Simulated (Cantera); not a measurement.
An isothermal, constant-pressure homogeneous reactor starts with NH3 : H2 = 1 : 16 (molar parts), at 2375 K and 0.0523 atm. Integrator tolerance rtol = 1e-08.

Detailed kinetics in Cantera: the gas-phase N/H chemistry of the illustrative SiF4/NH3 mechanism in the Surface Chemkin manual (1991). Walls and surfaces, which speed up NH3 decomposition in real reactors, are not modelled.

Task: What does this change do: temperature 2375 to 1850 K?

Result: 
```
quantity                                           before                                     after
----------------  ---------------------------------------  ----------------------------------------
x(NH3) at 1.00 s  2.57e-7 (gas-phase equilibrium 9.10e-8)    0.0466 (gas-phase equilibrium 2.21e-7)
x(H2) at 1.00 s       0.914 (gas-phase equilibrium 0.914)       0.947 (gas-phase equilibrium 0.970)
x(NH) at 1.00 s   6.89e-8 (gas-phase equilibrium 2.44e-8)  2.41e-6 (gas-phase equilibrium 1.51e-10)
x(N2) at 1.00 s     0.0270 (gas-phase equilibrium 0.0270)    0.00572 (gas-phase equilibrium 0.0277)
x(H) at 1.00 s      0.0590 (gas-phase equilibrium 0.0590)  0.000627 (gas-phase equilibrium 0.00232)
```
